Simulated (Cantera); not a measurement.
What does this Cantera script print?

```python
import numpy as np
import cantera as ct

gas_names = """
    H HI H2 I I2 Pb PbI PbI2 PbI4 Pb2
""".split()
cond_names = """
    I2(cr) I2(L) Pb(cr) Pb(L) PbI2(s) PbI2(L)
""".split()


# ... load() reads the species with a 1 bar reference pressure and builds the phases ...
atoms = {
    'PbI2': {'Pb': 1, 'I': 2},
    'H2': {'H': 2},
}
top_T = {}  # K; cautious upper limits of use, not melting points


# ... equilibrate(T, P, feed) seeds the gas with the atoms and calls Mixture.equilibrate('TP', solver="vcs", rtol=1e-11, max_steps=5000) ...
results = []
feed = {'PbI2': 1, 'H2': 42}  # mol
T = 1550  # K
for P in [0.1, 0.72, 5.2, 37, 270, 1900, 14000, 100000]:
    mix = equilibrate(T, P, feed)
    results.append((T, P, feed, dict(zip(mix.species_names, mix.species_moles))))

top = {s: max(r[3][s] / sum(r[3][g] for g in gas_names) for r in results) for s in gas_names}
cols = sorted((s for s in top if top[s] > 0.0001), key=lambda s: -top[s])[:5]
seen = [c for c in cond_names if any(r[3].get(c, 0) > 1e-12 for r in results)]
print("log10 of partial pressures in bar; condensed amounts in mol")
print(f"{'P/Pa':>10s}" + "".join(f"{s[:9]:>10s}" for s in cols + seen))
for T, P, feed, n in results:
    ng = sum(n[g] for g in gas_names)
    print(f"{P:10.4g}" + "".join(f"{np.log10(max(n[s] / ng * P / 1e5, 1e-99)):10.3f}" for s in cols)
          + "".join(f"{n.get(c, 0):10.4g}" for c in seen))
```

Result:

```
log10 of partial pressures in bar; condensed amounts in mol
      P/Pa        H2         I         H        Pb        HI
       0.1    -6.044    -7.360    -7.524    -7.660    -9.956
      0.72    -5.178    -6.500    -7.091    -6.798    -8.664
       5.2    -4.316    -5.645    -6.660    -5.938    -7.378
        37    -3.462    -4.806    -6.233    -5.087    -6.111
       270    -2.599    -3.980    -5.801    -4.232    -4.854
      1900    -1.750    -3.234    -5.377    -3.433    -3.683
   1.4e+04    -0.879    -2.621    -4.941    -2.740    -2.635
     1e+05    -0.020    -2.202    -4.512    -2.196    -1.787
```

Method: chemical equilibrium by Gibbs-energy minimisation in Cantera with the NASA 1993 tables (ideal gas, pure condensed phases). The tables' values for PbI4 are old estimates; treat these amounts as uncertain.
